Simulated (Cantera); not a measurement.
Input: 1 mol CH2F2, 0.013 mol CH4, held at 0.0133 bar.

Method: chemical equilibrium by Gibbs-energy minimisation in Cantera with the NASA 1993 tables (ideal gas, pure condensed phases). Candidate condensed phases: C, C6H6, C7H8, C8H18; 95 gas species. Rates play no part.

Problem. Which condensed phases are stable at each of these points (T (K)): 1473, 1673, 1873, 2073, 2273, 2473, 2673, 2873, 3073, 3273?

Solution. 
| T (K) | condensed phases | C condensed (%) |
|---|---|---|
| 1473 | C(graphite) | 100.0 |
| 1673 | C(graphite) | 100.0 |
| 1873 | C(graphite) | 100.0 |
| 2073 | C(graphite) | 100.0 |
| 2273 | C(graphite) | 100.0 |
| 2473 | C(graphite) | 99.9 |
| 2673 | C(graphite) | 99.4 |
| 2873 | C(graphite) | 94.4 |
| 3073 | C(graphite) | 52.1 |
| 3273 | gas only | 0.0 |

From 1473 K to 3073 K the condensed part is C(graphite). At 3273 K nothing is condensed.
